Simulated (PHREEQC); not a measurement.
A solution holds 0.41 mol/kgw NaBr and 0.046 mol/kgw Na2B4O7, at 25 °C and 300 atm. Closed to the air; pH follows from the charge balance.

All values are PHREEQC results (Pitzer model, pitzer.dat), not measurements.

### Question
The ionic strength comes out as 0.510 mol/kgw. What activity coefficients do B4O5(OH)4-2, B(OH)4-, B3O3(OH)4-, Na+, OH- get?

### Answer
B4O5(OH)4-2 0.059, B(OH)4- 0.53, B3O3(OH)4- 0.34, Na+ 0.70, OH- 0.61. Single-ion values are on the MacInnes scale.

No solid was allowed to form. Complexes and solids missing from the database can't appear. Under pressure, the constants of complexes without a molar volume in the database are unreliable.
